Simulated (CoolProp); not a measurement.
Vapour-liquid equilibrium of toluene (1) + n-dodecane (2) at 0.334 bar; x and y are mole fractions of (1).

The numbers come from the multi-fluid Helmholtz-energy mixture model, Lemmon 2006 and Lemmon 2004; pair parameters Bell 2016 in CoolProp.

| x | bubble temperature (K) | y at the bubble point | dew temperature at overall composition x (K) | liquid density (mol/L) |
|---|---|---|---|---|
| 0.05 | 433.6 | 0.379 | 446.1 | 3.880 |
| 0.15 | 409.9 | 0.755 | 442.7 | 4.238 |
| 0.25 | 392.9 | 0.890 | 439.0 | 4.598 |
| 0.35 | 380.9 | 0.944 | 434.9 | 4.974 |
| 0.45 | 372.3 | 0.968 | 430.3 | 5.378 |
| 0.55 | 365.9 | 0.981 | 424.9 | 5.824 |
| 0.65 | 360.9 | 0.988 | 418.5 | 6.326 |
| 0.75 | 356.8 | 0.993 | 410.4 | 6.903 |
| 0.85 | 353.4 | 0.996 | 399.1 | 7.576 |
| 0.95 | 350.3 | 0.999 | 379.0 | 8.376 |

No azeotrope shows between x = 0.05 and 0.95.

Pair parameters are fitted to limited data, so mixtures are less certain than the pure fluids. The gap from Raoult's law changes sign with composition, which may be real or a fault of the pair parameters; it wasn't checked against measurements.
